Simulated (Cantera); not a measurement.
An isothermal, constant-pressure homogeneous reactor starts with 0.794 % H2, 99.2 % O2, equivalence ratio 0.0040, at 1000 K and 0.00430 bar.

Detailed kinetics in Cantera: the H2/O2 subset of GRI-Mech 3.0, which has no nitrogen chemistry. Radical loss at walls, strong at low pressure, is not modelled.

x: mole fraction; the columns are a selection and need not sum to one.

| t (s) | x H2 | x O2 | x H2O | x H2O2 | x OH | x H | x HO2 |
|---|---|---|---|---|---|---|---|
| 9.00e-5 | 0.00794 | 0.992 | <1e-12 | <1e-12 | <1e-12 | 1.99e-12 | 2.22e-12 |
| 0.000232 | 0.00794 | 0.992 | <1e-12 | <1e-12 | 1.34e-12 | 4.39e-12 | 5.72e-12 |
| 0.000598 | 0.00794 | 0.992 | <1e-12 | <1e-12 | 6.69e-12 | 8.29e-12 | 1.48e-11 |
| 0.00154 | 0.00794 | 0.992 | 9.04e-12 | <1e-12 | 2.69e-11 | 1.43e-11 | 3.81e-11 |
| 0.00397 | 0.00794 | 0.992 | 8.93e-11 | <1e-12 | 1.03e-10 | 3.31e-11 | 9.86e-11 |
| 0.0102 | 0.00794 | 0.992 | ___ | <1e-12 | 7.03e-10 | 1.84e-10 | 2.59e-10 |
| 0.0264 | 0.00794 | 0.992 | ___ | <1e-12 | 4.40e-8 | 1.11e-8 | 1.11e-9 |
| 0.0680 | 0.00571 | 0.990 | ___ | 2.18e-8 | 0.000589 | 0.000315 | 9.57e-7 |
| 0.175 | 3.36e-5 | 0.986 | 0.00755 | 5.15e-9 | 0.000297 | 0.000417 | 6.09e-7 |
| 0.452 | 2.01e-5 | 0.988 | 0.00770 | 4.68e-9 | 0.000236 | 0.000232 | 5.07e-7 |
| 1.16 | 9.73e-6 | 0.990 | 0.00783 | 4.63e-9 | 0.000164 | 7.77e-5 | 3.68e-7 |
| 3.00 | 2.94e-6 | 0.991 | 0.00791 | 4.29e-9 | 9.09e-5 | 1.32e-5 | 2.06e-7 |

**Question.** Fill in the missing entries.

**Answer.** 
- 0.0102, x H2O: 1.19e-9
- 0.0264, x H2O: 9.25e-8
- 0.0680, x H2O: 0.00178
